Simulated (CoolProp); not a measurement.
Vapour-liquid equilibrium of trans-2-butene (1) + ethanol (2) at 355.8 K; x and y are mole fractions of (1).

The numbers come from the multi-fluid Helmholtz-energy mixture model, Lemmon 2005 and Schroeder 2014; pair parameters Bell 2016 in CoolProp.

```json
[
 {"x": "0.05", "bubble pressure, mixture model (MPa)": "0.2854", "bubble pressure, Raoult's law (MPa)": "0.1661", "y, mixture model": "0.585", "y, Raoult's law": "0.317"},
 {"x": "0.15", "bubble pressure, mixture model (MPa)": "0.5650", "bubble pressure, Raoult's law (MPa)": "0.2595", "y, mixture model": "0.798", "y, Raoult's law": "0.609"},
 {"x": "0.25", "bubble pressure, mixture model (MPa)": "0.7490", "bubble pressure, Raoult's law (MPa)": "0.3528", "y, mixture model": "0.853", "y, Raoult's law": "0.746"},
 {"x": "0.35", "bubble pressure, mixture model (MPa)": "0.8458", "bubble pressure, Raoult's law (MPa)": "0.4462", "y, mixture model": "0.874", "y, Raoult's law": "0.826"},
 {"x": "0.45", "bubble pressure, mixture model (MPa)": "0.8873", "bubble pressure, Raoult's law (MPa)": "0.5396", "y, mixture model": "0.882", "y, Raoult's law": "0.878"},
 {"x": "0.55", "bubble pressure, mixture model (MPa)": "0.9061", "bubble pressure, Raoult's law (MPa)": "0.6329", "y, mixture model": "0.887", "y, Raoult's law": "0.915"},
 {"x": "0.65", "bubble pressure, mixture model (MPa)": "0.9236", "bubble pressure, Raoult's law (MPa)": "0.7263", "y, mixture model": "0.892", "y, Raoult's law": "0.942"},
 {"x": "0.75", "bubble pressure, mixture model (MPa)": "0.9504", "bubble pressure, Raoult's law (MPa)": "0.8196", "y, mixture model": "0.903", "y, Raoult's law": "0.964"},
 {"x": "0.85", "bubble pressure, mixture model (MPa)": "0.9885", "bubble pressure, Raoult's law (MPa)": "0.9130", "y, mixture model": "0.926", "y, Raoult's law": "0.980"},
 {"x": "0.95", "bubble pressure, mixture model (MPa)": "1.033", "bubble pressure, Raoult's law (MPa)": "1.006", "y, mixture model": "0.968", "y, Raoult's law": "0.994"}
]
```

The largest gap from Raoult's law is +117.7 % in bubble pressure, at x = 0.15. No azeotrope shows between x = 0.05 and 0.95.

Pair parameters are fitted to limited data, so mixtures are less certain than the pure fluids. With so large a gap from Raoult's law the liquid may split in two, which this calculation doesn't test in full.
